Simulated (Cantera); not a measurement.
Feed: 1 mol Si, 2.2 mol SF6, held at 1075 K and 7.50 Torr.

Equilibrium computed with Cantera from the NASA thermochemical tables; the gas is ideal and each condensed phase is pure. Candidate condensed phases: S, Si; 21 gas species. The tables' values for SF3, SF5 are old estimates; treat these amounts as uncertain. The numbers say what is thermodynamically allowed, not how fast it happens.

**Question.** What is the equilibrium state?

**Answer.** 
```
Property                             Result
--------------------------------  ---------
x(SF4)                                0.611
x(SiF4)                               0.312
x(SF6)                               0.0680
x(SF3)                              0.00547
x(SF2)                              0.00277
x(SF5)                              6.27e-5
x(F)                                1.71e-5
x(S2F2 (SSF2))                      6.18e-6
gas amount                        3.200 mol
log10 activity of S(l) (absent)       -7.41
log10 activity of Si(s) (absent)     -49.24
```
